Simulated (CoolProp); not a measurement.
Vapour-liquid equilibrium of propane (1) + R236EA (2) at 0.202 MPa; x and y are mole fractions of (1).

The numbers come from the multi-fluid Helmholtz-energy mixture model, Lemmon 2009 and Rui 2013; pair parameters Bell 2016 in CoolProp.

```tsv
x	bubble temperature, mixture model (°C)	bubble temperature, Raoult's law (°C)	y, mixture model	y, Raoult's law
0.05	7.6	19.5	0.476	0.204
0.15	-11.8	10.9	0.789	0.485
0.25	-19.3	3.8	0.861	0.659
0.35	-21.9	-2.1	0.883	0.770
0.45	-22.7	-7.1	0.889	0.845
0.55	-22.9	-11.4	0.891	0.896
0.65	-23.1	-15.2	0.894	0.933
0.75	-23.6	-18.5	0.902	0.959
0.85	-24.2	-21.4	0.921	0.979
0.95	-25.0	-24.0	0.963	0.994
```

The largest gap from Raoult's law is -23.1 K in bubble temperature, at x = 0.25. No azeotrope shows between x = 0.05 and 0.95.

Pair parameters are fitted to limited data, so mixtures are less certain than the pure fluids. With so large a gap from Raoult's law the liquid may split in two, which this calculation doesn't test in full.
